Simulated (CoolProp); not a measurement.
500 sccm (0 °C, 1 atm) of nitrogen bubbles through liquid n-heptane at 307.7 K and leaves saturated at a total pressure of 0.125 MPa (ideal gas phase). Each further row changes one setting.

The numbers come from the reference Helmholtz-energy equation of state, Span 2003 in CoolProp. It is a short technical equation, of lower accuracy than the large ones.

```json
[
 {"case": "as stated", "vapour pressure (kPa)": "9.63", "mole fraction of vapour": "0.0771", "delivery (mg/min)": "187", "delivery (sccm)": "41.8", "change of delivery for a bath 1 K warmer (%)": "5.1"},
 {"case": "bath temperature 312.7 K", "vapour pressure (kPa)": "12.1", "mole fraction of vapour": "0.0967", "delivery (mg/min)": "239", "delivery (sccm)": "53.5", "change of delivery for a bath 1 K warmer (%)": "5.0"},
 {"case": "total pressure 0.25 MPa", "vapour pressure (kPa)": "9.63", "mole fraction of vapour": "0.0385", "delivery (mg/min)": "89.6", "delivery (sccm)": "20.0", "change of delivery for a bath 1 K warmer (%)": "4.9"}
]
```
